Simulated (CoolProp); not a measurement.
Vapour-liquid equilibrium of n-butane (1) + R245fa (2) at 43.65 °C; x and y are mole fractions of (1).

Values from CoolProp's multi-fluid Helmholtz-energy mixture model, Bücker 2006 and Akasaka 2015; pair parameters Bell 2016.

| x | bubble pressure (kPa) | y at the bubble point | dew pressure at overall composition x (kPa) | liquid density (mol/L) |
|---|---|---|---|---|
| 0.05 | 345.5 | 0.206 | 295.5 | (withheld) |
| 0.2 | 460.9 | 0.458 | (withheld) | 9.373 |
| 0.35 | 508.4 | 0.548 | 405.7 | 9.247 |
| 0.5 | (withheld) | (withheld) | 483.8 | 9.176 |
| 0.65 | (withheld) | 0.639 | 529.8 | 9.176 |
| 0.8 | 519.0 | 0.707 | 488.7 | (withheld) |
| 0.95 | 461.2 | 0.876 | 435.3 | 9.405 |

Question: What belongs in the gaps?

Answer: 
- 0.05, liquid density (mol/L): 9.536
- 0.2, dew pressure at overall composition x (kPa): 343.3
- 0.5, bubble pressure (kPa): 526.1
- 0.5, y at the bubble point: 0.596
- 0.65, bubble pressure (kPa): 530.4
- 0.8, liquid density (mol/L): 9.253

y crosses x between x = 0.5 and 0.65: the model has an azeotrope there.

The pair parameters rest on a limited set of measurements; away from them the model extrapolates. With so large a gap from Raoult's law the liquid may split in two, which this calculation doesn't test in full.
